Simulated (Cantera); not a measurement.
Feed: 1 mol CaCO3, 0.78 mol SO2, 1.9 mol O2, equilibrated at 1675 °C and 1.60 bar.

Method: chemical equilibrium by Gibbs-energy minimisation in Cantera with the NASA 1993 tables (ideal gas, pure condensed phases). Candidate condensed phases: C, Ca, CaCO3, CaO, CaS, CaSO4, S; 26 gas species. Kinetics and transport are ignored.

Base state: O2 0.516, CO2 0.272, SO2 0.211, SO3 0.00125, CO 0.000253, O 0.000252, SO 2.12e-5 (mole fractions); condensed: CaO(s).

Task: What changes in the equilibrium state with this change: SO2 from 0.78 to 0.3 mol?

Result: 
```json
[
 {"species": "O2", "before": "0.516", "after": "0.593"},
 {"species": "CO2", "before": "0.272", "after": "0.312"},
 {"species": "SO2", "before": "0.211", "after": "0.0932"},
 {"species": "SO", "before": "2.12e-5", "after": "8.75e-6"},
 {"species": "SO3", "before": "0.00125", "after": "0.000592"},
 {"species": "O", "before": "0.000252", "after": "0.000271"},
 {"species": "CO", "before": "0.000253", "after": "0.000271"},
 {"species": "CaO(s), mol", "before": "1.00", "after": "1.00"}
]
```
